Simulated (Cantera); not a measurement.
Input: 1 mol Si, 0.045 mol CO2, 1.3 mol N2, 0.0017 mol H2O, at 10.0 Torr.

Method: chemical equilibrium by Gibbs-energy minimisation in Cantera with the NASA 1993 tables (ideal gas, pure condensed phases). Candidate condensed phases: C, C6H6, C7H8, C8H18, H2O, Si, SiC, SiO2, Si2N2O, Si3N4; 151 gas species. N2 is the only nitrogen source here; it is nearly inert below about 1500 K, so the nitride shown seldom forms there in practice. Mutual solubility and eutectic melting of coexisting phases are not modelled. The tables' values for SiN are old estimates; treat these amounts as uncertain. Equilibrium is a limit: real reactors are often held back by kinetics, nucleation or transport.

x: gas mole fraction; n: condensed amount in mol.

```json
[
 {"T (K)": "1173", "x N2": "0.997", "x SiO": "2.28e-11", "x CO": "1.03e-6", "x Si": "<1e-12", "x H2": "0.00255", "n C(graphite)": "0.0450", "n Si2N2O(s)": "0.0917", "n Si3N4(s)": "0.272", "n SiC(s)": "0", "n Si(l)": "0"},
 {"T (K)": "1273", "x N2": "0.997", "x SiO": "2.49e-9", "x CO": "1.46e-5", "x Si": "<1e-12", "x H2": "0.00255", "n C(graphite)": "0.0450", "n Si2N2O(s)": "0.0917", "n Si3N4(s)": "0.272", "n SiC(s)": "0", "n Si(l)": "0"},
 {"T (K)": "1373", "x N2": "0.997", "x SiO": "1.36e-7", "x CO": "0.000139", "x Si": "1.10e-10", "x H2": "0.00254", "n C(graphite)": "0.0449", "n Si2N2O(s)": "0.0916", "n Si3N4(s)": "0.272", "n SiC(s)": "0", "n Si(l)": "0"},
 {"T (K)": "1473", "x N2": "0.997", "x SiO": "4.24e-6", "x CO": "0.000393", "x Si": "6.68e-9", "x H2": "0.00243", "n C(graphite)": "0", "n Si2N2O(s)": "0.0914", "n Si3N4(s)": "0.257", "n SiC(s)": "0.0447", "n Si(l)": "0"},
 {"T (K)": "1573", "x N2": "0.997", "x SiO": "8.48e-5", "x CO": "0.000876", "x Si": "2.40e-7", "x H2": "0.00243", "n C(graphite)": "0", "n Si2N2O(s)": "0.0910", "n Si3N4(s)": "0.258", "n SiC(s)": "0.0444", "n Si(l)": "0"},
 {"T (K)": "1673", "x N2": "0.995", "x SiO": "0.00118", "x CO": "0.00177", "x Si": "5.58e-6", "x H2": "0.00241", "n C(graphite)": "0", "n Si2N2O(s)": "0.0896", "n Si3N4(s)": "0.259", "n SiC(s)": "0.0438", "n Si(l)": "0"},
 {"T (K)": "1773", "x N2": "0.982", "x SiO": "0.0120", "x CO": "0.00327", "x Si": "9.10e-5", "x H2": "0.00234", "n C(graphite)": "0", "n Si2N2O(s)": "0.0809", "n Si3N4(s)": "0.262", "n SiC(s)": "0.0427", "n Si(l)": "0"},
 {"T (K)": "1873", "x N2": "0.932", "x SiO": "0.0566", "x CO": "0.00917", "x Si": "0.000661", "x H2": "0.00112", "n C(graphite)": "0", "n Si2N2O(s)": "0", "n Si3N4(s)": "0", "n SiC(s)": "(withheld)", "n Si(l)": "0.888"},
 {"T (K)": "1973", "x N2": "0.930", "x SiO": "0.0512", "x CO": "0.0144", "x Si": "0.00237", "x H2": "0.00102", "n C(graphite)": "0", "n Si2N2O(s)": "0", "n Si3N4(s)": "0", "n SiC(s)": "(withheld)", "n Si(l)": "0.900"},
 {"T (K)": "2073", "x N2": "0.925", "x SiO": "0.0446", "x CO": "0.0206", "x Si": "0.00748", "x H2": "0.000850", "n C(graphite)": "0", "n Si2N2O(s)": "0", "n Si3N4(s)": "0", "n SiC(s)": "(withheld)", "n Si(l)": "0.909"}
]
```

Q: Fill in the missing entries.

A: 
- 1873, n SiC(s): 0.0322
- 1973, n SiC(s): 0.0248
- 2073, n SiC(s): 0.0156
